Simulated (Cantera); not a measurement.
**Thermodynamics of chlorosilane synthesis and conversion, feed SiCl4 + Cl2 + H2**

A closed system holds: 1 mol SiCl4, 0.98 mol Cl2, 1 mol H2, held at 1698 K and 2400 Torr.

These are equilibrium values from Cantera (NASA tables, ideal gas, pure condensed phases), not measurements of a reactor. Candidate condensed phases: Si; 19 gas species. The tables' values for SiCl3 are old estimates; treat these amounts as uncertain. Equilibrium is a limit: real reactors are often held back by kinetics, nucleation or transport.

- x(HCl) = 0.663
- x(SiCl4) = 0.325
- x(SiCl3) = 0.00830
- x(H2) = 0.00237
- x(Cl) = 0.000855
- x(SiCl2) = 0.000420
- x(SiHCl3) = 0.000224
- x(Cl2) = 6.48e-5
- x(H) = 3.94e-6
- gas amount = 2.995 mol
- log10 activity of Si(l) (absent) = -6.20
